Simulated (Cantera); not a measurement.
Feed: 1 mol Al, 3.6 mol HCl, 2.6 mol N2, 0.64 mol H2O, equilibrated at 1348 K and 0.00133 bar.

Equilibrium computed with Cantera from the NASA thermochemical tables; the gas is ideal and each condensed phase is pure. Candidate condensed phases: Al, AlCl3, AlN, Al2O3, H2O, NH4Cl; 45 gas species. The tables' values for AlCl2 are old estimates; treat these amounts as uncertain. Equilibrium is a limit: real reactors are often held back by kinetics, nucleation or transport.

Base state: N2 0.396, HCl 0.288, H2 0.228, AlCl3 0.0858, AlCl2 0.00133, AlCl 0.000305, Cl 3.19e-5, H 3.02e-5 (mole fractions); condensed: Al2O3(s).

Problem. What changes in the equilibrium state with this change: temperature from 1348 K to 1675 K?

Solution. 
```
species          before    after
-------------  --------  -------
N2                0.396    0.382
HCl               0.288    0.346
H2                0.228    0.185
AlCl3            0.0858   0.0403
AlCl           0.000305   0.0278
AlCl2           0.00133   0.0161
AlOCl           2.06e-8  1.61e-5
Cl              3.19e-5  0.00200
H               3.02e-5  0.00137
H2O             3.20e-6  4.48e-5
Al2O3(s), mol     0.213    0.213
```

Problem. What changes in the equilibrium state with this change: temperature from 1348 K to 1623 K?

Solution. 
```
species          before     after
-------------  --------  --------
N2                0.396     0.386
HCl               0.288     0.330
H2                0.228     0.196
AlCl3            0.0858    0.0518
AlCl           0.000305    0.0193
AlCl2           0.00133    0.0140
Cl              3.19e-5   0.00111
H               3.02e-5  0.000839
H2O             3.20e-6   2.75e-5
Al2O3(s), mol     0.213     0.213
```

Problem. What changes in the equilibrium state with this change: HCl from 3.6 to 0.74 mol?

Solution. 
```tsv
species	before	after
N2	0.396	0.648
H2	0.228	0.241
HCl	0.288	0.0627
AlCl3	0.0858	0.0424
AlCl	0.000305	0.00337
Cl	3.19e-5	6.75e-6
Al2O3(s), mol	0.213	0.213
AlN(s), mol	0	0.392
```
Mutual solubility and eutectic melting of coexisting phases are not modelled.
